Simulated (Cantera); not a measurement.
A closed system holds: 1 mol CH3F, 2.2 mol F2, held at 7.50 Torr.

Method: chemical equilibrium by Gibbs-energy minimisation in Cantera with the NASA 1993 tables (ideal gas, pure condensed phases). Candidate condensed phases: C, C6H6, C7H8, C8H18; 95 gas species. Gases not in the tables: C2F6 and larger saturated fluorocarbons. Kinetics and transport are ignored.

x: gas mole fraction; n: condensed amount in mol.

```tsv
T (K)	x HF	x CF4	x CF2	x F	x CF3	x CF	n C(graphite)
1548	0.833	0.166	0.000349	8.75e-5	4.54e-5	2.19e-8	0.399
1573	0.833	0.166	0.000492	0.000129	6.00e-5	3.99e-8	0.399
1598	0.833	0.166	___	___	___	___	0.399
1623	0.833	0.166	0.000948	0.000273	0.000102	1.25e-7	0.398
1648	0.833	0.166	___	___	___	___	0.398
1673	0.832	0.165	0.00175	0.000549	0.000168	3.64e-7	0.397
1698	0.832	0.165	0.00235	0.000768	0.000213	6.06e-7	0.396
1723	0.831	0.164	0.00312	0.00106	0.000268	9.96e-7	0.395
1748	0.831	0.163	0.00410	0.00146	0.000335	1.61e-6	0.394
1773	0.830	0.162	0.00535	0.00198	0.000415	2.57e-6	0.392
1798	0.829	0.161	0.00693	0.00266	0.000510	4.05e-6	0.389
```

**Question.** Fill in the missing entries.

**Answer.** 
- 1648, x CF2: 0.00129
- 1648, x F: 0.000389
- 1648, x CF3: 0.000132
- 1648, x CF: 2.15e-7
- 1598, x CF2: 0.000687
- 1598, x F: 0.000189
- 1598, x CF3: 7.86e-5
- 1598, x CF: 7.11e-8
